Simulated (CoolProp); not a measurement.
A Linde-Hampson liquefier for nitrogen: isothermal reversible compression at 200 K from 1 atm to 10 MPa, throttling to 1 atm, return gas leaving the recuperator 0 K below the feed. Each further row changes one setting.

Values from CoolProp's reference Helmholtz-energy equation of state, Span 2000.

```tsv
case	liquid yield per pass	compression work (kJ/kg of gas)
as stated	0.148	261
high pressure 20 MPa	0.234	296
warm-end temperature 230 K	0.098	307
warm-end gap 5 K	0.134	261
```
